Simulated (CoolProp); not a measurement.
Saturation properties of CH2F2 (R32) (Tc = 351.3 K, pc = 5.783 MPa, ω = 0.277).

The numbers come from the reference Helmholtz-energy equation of state, Tillner-Roth 1997 in CoolProp.

```tsv
T (K)	p (MPa)	liquid cp (kJ/(kg K))	vapour viscosity (µPa s)	liquid conductivity (mW/(m K))
178.3	0.005971	1.559	7.89	222
187.1	0.01203	1.559	8.29	216
195.9	0.02254	1.562	8.69	211
204.7	0.03968	1.568	9.09	205
213.5	0.06623	1.576	9.50	199
222.3	0.1055	1.588	9.90	193
231.1	0.1615	1.604	10.3	187
239.9	0.2386	1.623	10.7	180
248.7	0.3419	1.647	11.1	174
```

It boils at 221.5 K under 1 atm.

Viscosity comes from a separate model (Bell 2016), an estimate that may be off by 10 % or more. Thermal conductivity comes from a separate model (Huber 2003), an estimate that may be off by 10 % or more.
